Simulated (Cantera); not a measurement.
An isothermal plug-flow reactor at 1100 K and 280000 Pa (inlet), inlet velocity 4 m/s, active area per volume 130 1/m; feed CH₄ : O₂ : N₂ : H₂O = 0.0081 : 0.13 : 0.79 : 0.053 (molar parts), equivalence ratio 0.12.

Model: Deutschmann's 1995 Pt surface mechanism with GRI-Mech 3.0 gas chemistry, integrated in Cantera. Catalytic surfaces can have several steady states; this one follows from the mechanism file's or the stated starting coverage. Mass transfer to the wall is taken as infinitely fast.

Q: What does this change do: area per volume 130 to 180 1/m?

A: 
| quantity | before | after |
|---|---|---|
| x(CH₄) at z = 0.049 m | 0.00685 | 0.00638 |
| x(O₂) at z = 0.049 m | 0.130 | 0.129 |
| x(H₂O) at z = 0.049 m | 0.0566 | 0.0575 |
| x(CO₂) at z = 0.049 m | 0.00123 | 0.00166 |
| x(CO) at z = 0.049 m | 6.67e-6 | 7.04e-6 |
| θ(free Pt) at the exit | 0.229 | 0.229 |
| θ(O*) at the exit | 0.765 | 0.765 |
| θ(OH*) at the exit | 0.00546 | 0.00550 |

Q: What does this change do: temperature 1100 to 1223 K?

A: 
```
quantity                 before     after
----------------------  -------  --------
x(CH₄) at z = 0.049 m   0.00685  0.000434
x(O₂) at z = 0.049 m      0.130     0.117
x(H₂O) at z = 0.049 m    0.0566    0.0694
x(CO₂) at z = 0.049 m   0.00123   0.00758
x(CO) at z = 0.049 m    6.67e-6   1.85e-5
θ(free Pt) at the exit    0.229     0.358
θ(O*) at the exit         0.765     0.637
θ(OH*) at the exit      0.00546   0.00497
```
